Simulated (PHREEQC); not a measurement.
**Nickel, zinc or cadmium bath: an equilibrium model**

Consider water at 25 °C with 60 mmol/kgw ZnCl2. It is in equilibrium with CO2 at log p = -2 (atm). Otherwise closed; pH follows from the charge balance.

The numbers come from PHREEQC with the ion-association model, phreeqc.dat.

No solid was allowed to form.

Task: What pH, density does the model give?

Result: pH 4.62; density 1.004 g/cm³.

Task: In which forms is C present?

Result: CO2 92 %, ZnHCO3+ 5.1 %, HCO3- 2.4 % of the C.

Species that the database lacks are ignored.
